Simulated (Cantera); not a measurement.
A freely propagating, adiabatic, planar premixed flame of 7.80 % CH4, 7.80 % CO, 17.7 % O2, 66.7 % N2, equivalence ratio 1.1, unburnt at 650 K and 5.20 bar; mixture-averaged transport, grid criteria slope 0.08 and curve 0.16, no radiation.

Cantera simulation using GRI-Mech 3.0 (53 species, 325 reactions); the numbers are that mechanism's predictions, not measurements. Burning velocities carry a grid error of a few per cent, more on coarse grids.

Predict: laminar burning velocity; thermal thickness; peak x(C2H4); peak x(OH).


```
Item                         Result
------------------------  ---------
laminar burning velocity   113 cm/s
thermal thickness         0.0780 mm
peak x(C2H4)               0.000426
peak x(OH)                  0.00892
```
